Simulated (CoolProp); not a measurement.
Properties of propylene along the isobar 1.01 bar (Tc = 364.2 K, pc = 45.55 bar, ω = 0.146).

Model: reference Helmholtz-energy equation of state, Lemmon 2013, in CoolProp.

```json
[
 {"T (K)": "113.5", "phase": "liquid", "cp (kJ/(kg K))": "2.108", "isothermal compressibility (1/MPa)": "0.0005553", "conductivity (mW/(m K))": "183", "fugacity coefficient": "1.214e-5"},
 {"T (K)": "141.6", "phase": "liquid", "cp (kJ/(kg K))": "2.068", "isothermal compressibility (1/MPa)": "0.0007201", "conductivity (mW/(m K))": "176", "fugacity coefficient": "0.001444"},
 {"T (K)": "169.7", "phase": "liquid", "cp (kJ/(kg K))": "2.068", "isothermal compressibility (1/MPa)": "0.0009575", "conductivity (mW/(m K))": "…", "fugacity coefficient": "0.02964"},
 {"T (K)": "197.7", "phase": "liquid", "cp (kJ/(kg K))": "2.108", "isothermal compressibility (1/MPa)": "0.001311", "conductivity (mW/(m K))": "157", "fugacity coefficient": "0.2283"},
 {"T (K)": "253.9", "phase": "gas", "cp (kJ/(kg K))": "1.410", "isothermal compressibility (1/MPa)": "10.15", "conductivity (mW/(m K))": "…", "fugacity coefficient": "0.9764"},
 {"T (K)": "282", "phase": "gas", "cp (kJ/(kg K))": "1.497", "isothermal compressibility (1/MPa)": "10.08", "conductivity (mW/(m K))": "15.5", "fugacity coefficient": "0.9831"},
 {"T (K)": "310.1", "phase": "gas", "cp (kJ/(kg K))": "…", "isothermal compressibility (1/MPa)": "10.03", "conductivity (mW/(m K))": "…", "fugacity coefficient": "0.9875"},
 {"T (K)": "338.2", "phase": "gas", "cp (kJ/(kg K))": "1.692", "isothermal compressibility (1/MPa)": "9.998", "conductivity (mW/(m K))": "21.4", "fugacity coefficient": "0.9904"},
 {"T (K)": "366.3", "phase": "gas", "cp (kJ/(kg K))": "1.795", "isothermal compressibility (1/MPa)": "9.976", "conductivity (mW/(m K))": "24.7", "fugacity coefficient": "0.9925"},
 {"T (K)": "394.4", "phase": "gas", "cp (kJ/(kg K))": "1.898", "isothermal compressibility (1/MPa)": "9.960", "conductivity (mW/(m K))": "28.2", "fugacity coefficient": "0.9941"},
 {"T (K)": "422.5", "phase": "gas", "cp (kJ/(kg K))": "…", "isothermal compressibility (1/MPa)": "9.949", "conductivity (mW/(m K))": "…", "fugacity coefficient": "0.9952"},
 {"T (K)": "450.6", "phase": "gas", "cp (kJ/(kg K))": "2.098", "isothermal compressibility (1/MPa)": "9.939", "conductivity (mW/(m K))": "35.6", "fugacity coefficient": "0.9962"}
]
```

Task: Some entries are withheld; supply them.

Result: 
- 169.7, conductivity (mW/(m K)): 167
- 253.9, conductivity (mW/(m K)): 13.0
- 310.1, cp (kJ/(kg K)): 1.592
- 310.1, conductivity (mW/(m K)): 18.4
- 422.5, cp (kJ/(kg K)): 1.999
- 422.5, conductivity (mW/(m K)): 31.8

Thermal conductivity comes from a separate model (Huber 2003), an estimate that may be off by 10 % or more.
